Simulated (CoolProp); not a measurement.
Vapour-liquid equilibrium of cyclohexane (1) + n-heptane (2) at 0.158 bar; x and y are mole fractions of (1).

Values from CoolProp's multi-fluid Helmholtz-energy mixture model, Zhou 2014 and Span 2003; pair parameters Bell 2016.

Task: Give the bubble temperature and the first vapour's composition at x = 0.05, 0.2, 0.275. Is there an azeotrope?

Result: x = 0.05: 317.7 K, y = 0.097; x = 0.2: 314.4 K, y = 0.339; x = 0.275: 312.9 K, y = 0.438. No azeotrope shows between x = 0.05 and 0.95.

The pair parameters rest on a limited set of measurements; away from them the model extrapolates.
